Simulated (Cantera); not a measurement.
Input (Python, Cantera):

```python
import numpy as np
import cantera as ct

gas = ct.Solution("gri30.yaml")
gas.TPX = 1775, 860000, {'CH4': 1, 'H2': 0.36, 'O2': 6.81, 'N2': 58.6}
reactor = ct.IdealGasReactor(gas, energy="on", clone=False)
net = ct.ReactorNet([reactor])
net.rtol, net.atol = 1e-08, 1e-16
show = ['CH4', 'H2', 'O2', 'CH2', 'C2H6', 'CH2CO', 'N2O']
times = np.geomspace(1e-06, 6, 12)

steps = ct.SolutionArray(gas, extra=["t"])
rows = []
print(f"{'t/s':>10s}{'T/K':>9s}{'P/Pa':>11s}" + "".join(f"{s:>11s}" for s in show))
for t in times:
    while net.time < t:
        t_next = net.step()
        steps.append(gas.state, t=t_next)
    rows.append([np.interp(t, steps.t, y) for y in (steps.T, steps.P, *steps(*show).X.T)])
    print(f"{t:10.3e}{rows[-1][0]:9.1f}{rows[-1][1]:11.4g}" + "".join(f"{x:11.3e}" for x in rows[-1][2:]))
rate = np.gradient(steps.T, steps.t)
print("integrator steps:", len(steps.t))
if steps.T.max() > steps.T[0] + 200:
    print(f"time of steepest temperature rise: {steps.t[rate.argmax()]:.4e} s")
gas.TPX = 1775, 860000, {'CH4': 1, 'H2': 0.36, 'O2': 6.81, 'N2': 58.6}
gas.equilibrate("UV")
print(f"equilibrium (UV): T = {gas.T:.1f} K  " + "  ".join(f"{s} {gas[s].X[0]:.3e}" for s in show))
```

It prints:

```
       t/s      T/K       P/Pa        CH4         H2         O2        CH2       C2H6      CH2CO        N2O
 1.000e-06   1775.0    8.6e+05  1.497e-02  5.391e-03  1.020e-01  1.585e-10  3.354e-09  4.523e-14  9.729e-11
 4.132e-06   1774.9    8.6e+05  1.488e-02  5.373e-03  1.019e-01  7.084e-09  9.022e-07  3.125e-10  1.292e-09
 1.708e-05   2011.3  9.826e+05  6.049e-04  4.137e-03  7.710e-02  8.218e-06  4.402e-07  8.177e-05  4.385e-07
 7.056e-05   2226.3  1.077e+06  7.187e-17  8.712e-05  6.906e-02  6.058e-16  1.018e-30  6.552e-18  2.516e-06
 2.916e-04   2231.8  1.079e+06  1.269e-17  5.608e-05  6.907e-02  6.737e-17  3.094e-32  4.637e-19  1.531e-06
 1.205e-03   2231.4  1.079e+06  3.009e-20  5.598e-05  6.901e-02  1.569e-19 -1.540e-36  1.072e-21  1.529e-06
 4.979e-03   2229.9  1.078e+06  6.262e-22  5.560e-05  6.876e-02  9.978e-22  2.195e-37  1.895e-24  1.522e-06
 2.058e-02   2224.8  1.076e+06  5.698e-22  5.431e-05  6.790e-02  8.459e-22  1.476e-40  1.393e-24  1.501e-06
 8.503e-02   2214.0   1.07e+06  4.725e-22  5.169e-05  6.610e-02  6.381e-22  1.331e-40  1.001e-24  1.468e-06
 3.514e-01   2209.4  1.068e+06  4.362e-22  5.061e-05  6.533e-02  5.658e-22  1.146e-40  8.814e-25  1.458e-06
 1.452e+00   2209.3  1.068e+06  4.359e-22  5.060e-05  6.533e-02  5.652e-22  1.145e-40  8.806e-25  1.458e-06
 6.000e+00   2209.3  1.068e+06  4.359e-22  5.060e-05  6.533e-02  5.652e-22  1.145e-40  8.806e-25  1.458e-06
integrator steps: 1542
time of steepest temperature rise: 1.6643e-05 s
equilibrium (UV): T = 2209.3 K  CH4 6.877e-22  H2 5.060e-05  O2 6.533e-02  CH2 1.252e-21  C2H6 2.031e-40  CH2CO 1.386e-24  N2O 1.458e-06
```

Cantera simulation using GRI-Mech 3.0 (53 species, 325 reactions); the numbers are that mechanism's predictions, not measurements.
